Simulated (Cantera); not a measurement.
## C2H4 + H2O + N2 (carbon deposition, reforming and gasification)

Charge: 1 mol C2H4, 1.3 mol H2O, 0.34 mol N2, held at 2452 °C and 0.00340 bar.

Method: chemical equilibrium by Gibbs-energy minimisation in Cantera with the NASA 1993 tables (ideal gas, pure condensed phases). Candidate condensed phases: C, C6H6, C7H8, C8H18, H2O; 136 gas species. Kinetics and transport are ignored.

The x(H) is 0.509. The x(H2) is 0.226 and the x(CO) is 0.194. The x(N2) is 0.0431. The x(HCN) comes out as 0.0117 and the x(C2H2 (acetylene)) is 0.00583. The x(C3) comes out as 0.00359, the x(CN) is 0.00204 and the x(HNC) is 0.00174. The n(C(graphite)) comes out as 0.414 mol and the gas amount is 6.684 mol.
